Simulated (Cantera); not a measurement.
A Cantera script and what it prints.

```python
import numpy as np
import cantera as ct

gas_names = """
    NH3 P2 N PH3
""".split()
cond_names = """

""".split()


# ... load() reads the species with a 1 bar reference pressure and builds the phases ...
species = {s.name: s for s in load("nasa_gas.yaml", gas_names) + load("nasa_condensed.yaml", cond_names)}
# Each term lists the table entries of one substance; the one whose range holds T is used.
reactions = {
    '2 NH3(g) + P2(g) = 2 N(g) + 2 PH3(g)':
        [(-2, ['NH3']), (-1, ['P2']), (2, ['N']), (2, ['PH3'])],
}


def pick(names, T):
    return next(species[n] for n in names if species[n].thermo.min_temp <= T <= species[n].thermo.max_temp)


results = []
for label, terms in reactions.items():
    print(label)
    print("     T/K   dH/kJ  dS/(J/K)   dG/kJ   log10 K")
    for T in [300, 650, 800, 950, 1100, 1250, 1400, 1550, 1700]:
        used = [(nu, pick(names, T)) for nu, names in terms]
        dH = sum(nu * s.thermo.h(T) for nu, s in used) / 1e6
        dS = sum(nu * s.thermo.s(T) for nu, s in used) / 1e3
        dG = dH - T * dS / 1e3
        logK = -dG * 1e6 / (ct.gas_constant * T * np.log(10))
        results.append((label, T, dH, dS, dG, logK, [s.name for _, s in used]))
        print(f"{T:8g} {dH:8.1f} {dS:8.1f} {dG:8.1f} {logK:8.2f}")
```

It prints:

```
2 NH3(g) + P2(g) = 2 N(g) + 2 PH3(g)
     T/K   dH/kJ  dS/(J/K)   dG/kJ   log10 K
     300    904.5    123.6    867.4  -151.02
     650    909.8    135.2    821.9   -66.05
     800    912.7    139.2    801.4   -52.32
     950    915.8    142.7    780.2   -42.90
    1100    918.9    145.8    758.6   -36.02
    1250    921.9    148.3    736.5   -30.78
    1400    924.8    150.5    714.1   -26.64
    1550    927.5    152.3    691.4   -23.30
    1700    930.0    153.9    668.4   -20.54
```

Source: NASA polynomial tables (part measured, part estimated), evaluated in Cantera. Condensed species are held in their standard states even where they would react or evaporate.
